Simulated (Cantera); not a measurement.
Input: 1 mol TiO₂, 3 mol H₂, 0.66 mol H₂O, equilibrated at 26.0 Pa.

These are equilibrium values from Cantera (NASA tables, ideal gas, pure condensed phases), not measurements of a reactor. Candidate condensed phases: H₂O, Ti, TiO, TiO₂, Ti₂O₃, Ti₃O₅, Ti₄O₇; 12 gas species. The numbers say what is thermodynamically allowed, not how fast it happens. All values below are at 1698 K.

Base state: H₂ 0.812, H₂O 0.179, H 0.00808, OH 9.18e-5 (mole fractions); condensed: TiO₂(rutile).

Task: What changes in the equilibrium state with this change: TiO₂ replaced by Al₂O₃?

Result: 
```csv
species,before,after
H₂,0.812,0.812
H₂O,0.179,0.179
H,0.00808,0.00808
OH,9.18e-5,9.18e-5
"TiO₂(rutile), mol",1.000,0
"Al₂O₃(s), mol",0,1.00
```
Further candidate phases: Al, Al₂O₃.
